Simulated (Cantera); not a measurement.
A closed system holds: 1 mol Si3N4, 3.6 mol H2O, 98 mol N2, at 1223 K and 69.0 mbar.

Equilibrium computed with Cantera from the NASA thermochemical tables; the gas is ideal and each condensed phase is pure. Candidate condensed phases: H2O, Si, SiO2, Si2N2O, Si3N4; 35 gas species. Mutual solubility and eutectic melting of coexisting phases are not modelled. The tables hold silica as quartz up to 1696 K and as liquid above; real silica turns to tridymite and cristobalite and melts near 1996 K. Equilibrium is a limit: real reactors are often held back by kinetics, nucleation or transport.

**Question.** What is the equilibrium state?

**Answer.** 
```json
{
 "x(N2)": "0.965",
 "x(H2)": "0.0350",
 "x(H2O)": "5.27e-6",
 "n(SiO2(β-quartz))": "1.40 mol",
 "n(Si2N2O(s))": "0.800 mol",
 "gas_amount": "102.8 mol",
 "log10 activity of Si(s) (absent)": "-6.50"
}
```
